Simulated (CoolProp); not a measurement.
Properties of tetrahydrofuran along the isobar 7500 kPa.

The numbers come from the reference Helmholtz-energy equation of state, Fiedler 2023 in CoolProp.

```json
[
 {"T (°C)": "-49.85", "phase": "liquid", "Z": "0.3015", "cp (kJ/(kg K))": "1.511"},
 {"T (°C)": "-37.95", "phase": "liquid", "Z": "0.2899", "cp (kJ/(kg K))": "1.533"},
 {"T (°C)": "-26.15", "phase": "liquid", "Z": "0.2796", "cp (kJ/(kg K))": "1.559"},
 {"T (°C)": "-14.25", "phase": "liquid", "Z": "0.2703", "cp (kJ/(kg K))": "1.590"},
 {"T (°C)": "-2.45", "phase": "liquid", "Z": "0.2620", "cp (kJ/(kg K))": "1.624"},
 {"T (°C)": "9.45", "phase": "liquid", "Z": "0.2544", "cp (kJ/(kg K))": "1.661"},
 {"T (°C)": "21.25", "phase": "liquid", "Z": "0.2476", "cp (kJ/(kg K))": "1.701"},
 {"T (°C)": "33.15", "phase": "liquid", "Z": "0.2414", "cp (kJ/(kg K))": "1.743"},
 {"T (°C)": "44.95", "phase": "liquid", "Z": "0.2358", "cp (kJ/(kg K))": "1.786"},
 {"T (°C)": "56.85", "phase": "liquid", "Z": "0.2308", "cp (kJ/(kg K))": "1.832"},
 {"T (°C)": "68.65", "phase": "liquid", "Z": "0.2262", "cp (kJ/(kg K))": "1.878"},
 {"T (°C)": "80.55", "phase": "liquid", "Z": "0.2221", "cp (kJ/(kg K))": "1.926"},
 {"T (°C)": "92.35", "phase": "liquid", "Z": "0.2185", "cp (kJ/(kg K))": "1.975"},
 {"T (°C)": "104.25", "phase": "liquid", "Z": "0.2152", "cp (kJ/(kg K))": "2.025"},
 {"T (°C)": "116.05", "phase": "liquid", "Z": "0.2124", "cp (kJ/(kg K))": "2.075"},
 {"T (°C)": "127.95", "phase": "liquid", "Z": "0.2099", "cp (kJ/(kg K))": "2.128"}
]
```
